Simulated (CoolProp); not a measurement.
Vapour-liquid equilibrium of ethylbenzene (1) + p-xylene (2) at 80.55 °C; x and y are mole fractions of (1).

Model: multi-fluid Helmholtz-energy mixture model, Zhou 2012 and Zhou 2012; pair parameters Bell 2016, in CoolProp.

```tsv
x	bubble pressure, mixture model (kPa)	bubble pressure, Raoult's law (kPa)	y, mixture model	y, Raoult's law
0.05	16.06	16.03	0.055	0.053
0.15	16.22	16.14	0.162	0.159
0.25	16.36	16.26	(withheld)	0.263
0.35	16.49	16.37	0.367	0.366
0.45	16.60	16.49	0.466	0.467
0.55	(withheld)	16.61	(withheld)	0.567
0.65	16.80	16.72	0.663	0.666
0.75	16.90	16.84	0.760	0.763
0.85	(withheld)	16.96	0.857	0.859
0.95	17.08	17.07	0.953	0.953
```

Complete the blanks.


- 0.25, y, mixture model: 0.265
- 0.55, bubble pressure, mixture model (kPa): 16.71
- 0.55, y, mixture model: 0.565
- 0.85, bubble pressure, mixture model (kPa): 16.99

The largest gap from Raoult's law is +0.7 % in bubble pressure, at x = 0.35. No azeotrope shows between x = 0.05 and 0.95.

The pair parameters rest on a limited set of measurements; away from them the model extrapolates.
